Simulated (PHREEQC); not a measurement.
A solution holds 130 mmol/kgw HF and 1.2 mmol/kgw NaF, at 25 °C. Closed to the air; pH follows from the charge balance.

The numbers come from PHREEQC with the ion-association model, wateq4f.dat.

Precipitation was switched off in this run.

Q: Order these F species by the share of F that they hold, largest first: H2F2, HF, HF2-, F-.

A: HF (63 %), H2F2 (27 %), F- (5.8 %), HF2- (3.7 %)

The pH is 2.09 and the ionic strength 0.0100 mol/kgw. wateq4f.dat counts part of the HF as a dimer, H2F2, which phreeqc.dat doesn't know; its constant is uncertain.
